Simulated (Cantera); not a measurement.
An adiabatic, constant-volume homogeneous reactor starts with 8.25 % CH₄, 0.446 % C₂H₆, 19.0 % O₂, 72.3 % N₂, at 1298 K and 2330 Torr.

Detailed kinetics in Cantera: GRI-Mech 3.0 (53 species, 325 reactions).

x: mole fraction; the columns are a selection and need not sum to one.

```csv
t (s),T (K),P (bar),x CH₄,x C₂H₆,x O₂,x CH₃,x C₂H,x H₂O₂
9.00e-6,1298,3.10,0.0825,0.00446,0.190,1.54e-6,<1e-12,___
2.45e-5,1298,3.10,0.0825,0.00446,0.190,4.18e-6,<1e-12,___
6.66e-5,1298,3.10,0.0825,0.00445,0.190,1.12e-5,<1e-12,___
0.000181,1298,3.10,0.0825,0.00443,0.190,2.95e-5,<1e-12,___
0.000493,1301,3.11,0.0820,0.00435,0.189,5.18e-5,<1e-12,___
0.00134,1358,3.25,0.0744,0.00362,0.182,0.000207,4.56e-12,___
0.00365,2917,7.23,<1e-12,<1e-12,0.0205,<1e-12,<1e-12,8.65e-7
0.00993,2917,7.23,<1e-12,<1e-12,0.0205,<1e-12,<1e-12,8.65e-7
0.0270,2917,7.23,<1e-12,<1e-12,0.0205,<1e-12,<1e-12,8.65e-7
0.0735,2917,7.23,<1e-12,<1e-12,0.0205,<1e-12,<1e-12,8.65e-7
0.200,2917,7.23,<1e-12,<1e-12,0.0205,<1e-12,<1e-12,8.65e-7
```

What belongs in the gaps?


- 9.00e-6, x H₂O₂: 2.04e-9
- 2.45e-5, x H₂O₂: 1.56e-8
- 6.66e-5, x H₂O₂: 1.17e-7
- 0.000181, x H₂O₂: 6.53e-7
- 0.000493, x H₂O₂: 1.79e-6
- 0.00134, x H₂O₂: 2.67e-5
